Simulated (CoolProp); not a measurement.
A single-stage vapour-compression cycle with isobutene: evaporating at 301.15 K (dew point), condensing at 340.15 K (bubble point), superheat 2 K, subcooling 8 K, compressor efficiency 0.6, no pressure losses. Each further row changes one setting.

The numbers come from the reference Helmholtz-energy equation of state, Lemmon 2005 in CoolProp. It is a short technical equation, of lower accuracy than the large ones.

```json
[
 {"case": "as stated", "cooling COP": "___", "pressure ratio": "2.76", "discharge temperature (K)": "352.1", "refrigerating effect (kJ/kg)": "282", "volumetric capacity (kJ/m³)": "2300"},
 {"case": "evaporating temperature 306.15 K", "cooling COP": "4.84", "pressure ratio": "2.38", "discharge temperature (K)": "350.5", "refrigerating effect (kJ/kg)": "288", "volumetric capacity (kJ/m³)": "___"},
 {"case": "condensing temperature 335.15 K", "cooling COP": "___", "pressure ratio": "2.45", "discharge temperature (K)": "346.4", "refrigerating effect (kJ/kg)": "295", "volumetric capacity (kJ/m³)": "2410"},
 {"case": "subcooling 13 K", "cooling COP": "___", "pressure ratio": "2.76", "discharge temperature (K)": "352.1", "refrigerating effect (kJ/kg)": "295", "volumetric capacity (kJ/m³)": "2410"},
 {"case": "superheat 12 K", "cooling COP": "___", "pressure ratio": "2.76", "discharge temperature (K)": "362.3", "refrigerating effect (kJ/kg)": "___", "volumetric capacity (kJ/m³)": "2340"},
 {"case": "compressor efficiency 0.5", "cooling COP": "___", "pressure ratio": "2.76", "discharge temperature (K)": "___", "refrigerating effect (kJ/kg)": "282", "volumetric capacity (kJ/m³)": "2300"}
]
```

Fill in the missing entries.


- as stated, cooling COP: 4.06
- evaporating temperature 306.15 K, volumetric capacity (kJ/m³): 2710
- condensing temperature 335.15 K, cooling COP: 4.79
- subcooling 13 K, cooling COP: 4.25
- superheat 12 K, cooling COP: 4.12
- superheat 12 K, refrigerating effect (kJ/kg): 299
- compressor efficiency 0.5, cooling COP: 3.39
- compressor efficiency 0.5, discharge temperature (K): 358.8
